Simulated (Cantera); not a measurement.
Standard-state values (1 bar) from the NASA 1993 polynomials, evaluated with Cantera. Values are per mole of reaction as written; species without (g) are pure solids or liquids, kept so even where they would boil at 1 bar.

4 NO2(g) + 3 S ⇌ 3 SO2(g) + 2 N2O(g), with ΔH° = -864.1 kJ and ΔS° = 127.6 J/K at 300 K.

Q: How far is the shortcut ΔG° ≈ ΔH°(300 K) − T·ΔS°(300 K) from the full temperature-dependent value at 548, 598, 648, 698, 748, 798, 848, 898, 948, 998, 1048 K?

A: 
```tsv
T (K)	shortcut (kJ)	full (kJ)	difference (kJ)	difference in log10 K	condensed phases
548	-934.0	-928.6	-5.5	0.52	S(l)
598	-940.4	-932.7	-7.7	0.67	S(l)
648	-946.8	-936.6	-10.2	0.82	S(l)
698	-953.2	-940.4	-12.8	0.96	S(l)
748	-959.6	-944.1	-15.5	1.08	S(l)
798	-965.9	-947.6	-18.3	1.20	S(l)
848	-972.3	-951.1	-21.3	1.31	S(l)
898	-978.7	-954.4	-24.3	1.41	S(l)
948	-985.1	-957.6	-27.5	1.51	S(l)
998	-991.5	-960.7	-30.7	1.61	S(l)
1048	-997.9	-963.8	-34.1	1.70	S(l)
```
The shortcut ignores heat capacities and the phase changes listed.
